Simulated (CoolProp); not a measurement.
Vapour-liquid equilibrium of propane (1) + n-pentane (2) at 0.337 MPa; x and y are mole fractions of (1).

The numbers come from the multi-fluid Helmholtz-energy mixture model, Lemmon 2009 and Thol 2019; pair parameters Kunz 2012 in CoolProp.

```
x     bubble temperature (K)  y at the bubble point  dew temperature at overall composition x (K)  liquid density (mol/L)
----  ----------------------  ---------------------  --------------------------------------------  ----------------------
0.05                   337.0                  0.300                                         347.8                   8.095
0.2                    309.4                  0.732                                         341.6                   8.776
0.35                   293.0                  0.873                                         334.6                   9.405
0.5                    282.4                  0.932                                         326.4                   10.05
0.65                   274.8                  0.964                                         316.3                   10.73
0.8                    268.9                  0.983                                         302.5                   11.43
0.95                   264.0                  0.996                                         278.4                   12.10
```

No azeotrope shows between x = 0.05 and 0.95.

The pair parameters rest on a limited set of measurements; away from them the model extrapolates. The gap from Raoult's law changes sign with composition, which may be real or a fault of the pair parameters; it wasn't checked against measurements.
